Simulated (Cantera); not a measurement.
NO annealing gas

An isothermal, constant-pressure homogeneous reactor starts with NO : N2 = 1 : 0.69 (molar parts), at 1473 K and 0.780 atm.

Model: GRI-Mech 3.0 (53 species, 325 reactions), integrated in Cantera.

```tsv
t (s)	x NO	x O	x NO2	x N2O	x O2	x N2
1.00e-6	0.592	1.71e-9	7.75e-11	1.78e-9	<1e-12	0.408
4.60e-6	0.592	6.73e-9	1.47e-9	8.20e-9	<1e-12	0.408
2.12e-5	0.592	1.70e-8	2.08e-8	3.77e-8	5.32e-12	0.408
9.74e-5	0.592	2.01e-8	1.54e-7	1.74e-7	4.26e-11	0.408
0.000448	0.592	2.05e-8	7.81e-7	7.96e-7	2.95e-10	0.408
0.00206	0.592	2.24e-8	3.71e-6	3.62e-6	3.23e-9	0.408
0.00949	0.592	3.11e-8	1.79e-5	1.57e-5	6.83e-8	0.408
0.0436	0.592	7.20e-8	9.32e-5	5.64e-5	2.98e-6	0.408
0.201	0.591	1.75e-7	0.000320	0.000109	0.000143	0.409
0.924	0.588	2.19e-7	0.000417	0.000113	0.00137	0.410
4.25	0.577	3.26e-7	0.000629	0.000108	0.00703	0.416
19.6	0.528	5.86e-7	0.00107	9.04e-5	0.0307	0.440
90.0	0.382	1.03e-6	0.00139	4.68e-5	0.104	0.513
```
x: mole fraction; the columns are a selection and need not sum to one.

Equilibrium at this temperature and pressure: NO 0.00120, O 1.72e-6, NO2 7.37e-6, N2O 6.26e-8, O2 0.295, N2 0.704 (gas phase only).
